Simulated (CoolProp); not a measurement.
n-hexane at several states: density (kg/m³) from the reference equation and from simpler models built on Tc = 507.8 K, pc = 3.044 MPa, ω = 0.300; each cubic takes its own stable root.

Computed with CoolProp (reference Helmholtz-energy equation of state, Thol 2019).

| T (K) | p (MPa) | phase | reference |
|---|---|---|---|
| 247.6 | 0.225 | liquid | 699.5 |
| 416.6 | 7.3 | liquid | 551.5 |
| 527.4 | 0.0143 | gas | 0.2814 |
| 494.7 | 0.0287 | gas | 0.6035 |
| 277.3 | 0.474 | liquid | 673.9 |

Problem. How far does each simpler model (van der Waals, Soave-Redlich-Kwong, Peng-Robinson) lie from the reference over these 5 states: mean and median of the absolute difference, and the worst?

Solution. 
- van der Waals: mean 23.7 %, median 36.2 %, worst -41.3 % at 247.6 K and 0.225 MPa
- Soave-Redlich-Kwong: mean 6.1 %, median 9.5 %, worst -10.7 % at 247.6 K and 0.225 MPa
- Peng-Robinson: mean 0.7 %, median 0.4 %, worst +2.0 % at 416.6 K and 7.3 MPa
